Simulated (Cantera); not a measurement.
## Low-pressure radical oxidation in H2/O2

An isothermal, constant-pressure homogeneous reactor starts with 1.07 % H₂, 82.4 % O₂, 8.24 % N₂, 8.24 % H₂O, at 1025 K and 680 Pa.

Detailed kinetics in Cantera: the H2/O2 subset of GRI-Mech 3.0, which has no nitrogen chemistry. Radical loss at walls, strong at low pressure, is not modelled.

```
t (s)         x H₂   x O₂       x O      x OH       x H
--------  --------  -----  --------  --------  --------
1.00e-5     0.0107  0.824    <1e-12    <1e-12    <1e-12
2.51e-5     0.0107  0.824    <1e-12    <1e-12  2.04e-12
6.31e-5     0.0107  0.824    <1e-12    <1e-12  4.78e-12
0.000159    0.0107  0.824  3.41e-12  3.49e-12  1.03e-11
0.000399    0.0107  0.824  1.71e-11  1.60e-11  1.95e-11
0.00100     0.0107  0.824  7.67e-11  6.23e-11  3.69e-11
0.00252     0.0107  0.824  3.98e-10  2.68e-10  1.07e-10
0.00632     0.0107  0.824   4.79e-9   2.90e-9   1.01e-9
0.0159      0.0107  0.824   1.11e-6   6.62e-7   2.28e-7
0.0399     0.00136  0.818   0.00501   0.00127   0.00163
0.100     0.000205  0.820   0.00271  0.000764  0.000512
0.252      5.59e-5  0.823  0.000745  0.000397   7.30e-5
0.634      1.09e-5  0.823  0.000149  0.000177   6.53e-6
1.59       2.09e-6  0.823   2.97e-5   7.94e-5   5.81e-7
4.00       4.67e-7  0.823   6.91e-6   3.84e-5   6.53e-8
```
x: mole fraction; the columns are a selection and need not sum to one.

Equilibrium at this temperature and pressure: H₂ 2.28e-10, O₂ 0.823, O 3.66e-9, OH 8.81e-7, H <1e-12 (gas phase only).
